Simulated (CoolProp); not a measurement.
Vapour-liquid equilibrium of ethylene (1) + propylene (2) at 233.3 K; x and y are mole fractions of (1).

Computed with CoolProp (multi-fluid Helmholtz-energy mixture model, Smukala 2000 and Lemmon 2013; pair parameters Bell 2016).

```csv
x,bubble pressure (bar),y at the bubble point,dew pressure at overall composition x (bar),liquid density (mol/L)
0.05,2.049,0.326,1.494,14.40
0.2,3.951,0.688,1.752,14.79
0.35,5.861,0.817,2.117,[?]
0.5,7.764,[?],2.670,[?]
0.65,9.678,0.929,3.605,[?]
0.8,11.66,0.962,[?],16.19
0.95,13.81,[?],[?],16.38
```

Problem. Fill in the missing entries.

Solution. 
- 0.35, liquid density (mol/L): 15.18
- 0.5, y at the bubble point: 0.885
- 0.5, liquid density (mol/L): 15.56
- 0.65, liquid density (mol/L): 15.90
- 0.8, dew pressure at overall composition x (bar): 5.513
- 0.95, y at the bubble point: 0.991
- 0.95, dew pressure at overall composition x (bar): 10.87

No azeotrope shows between x = 0.05 and 0.95.

The pair parameters rest on a limited set of measurements; away from them the model extrapolates.
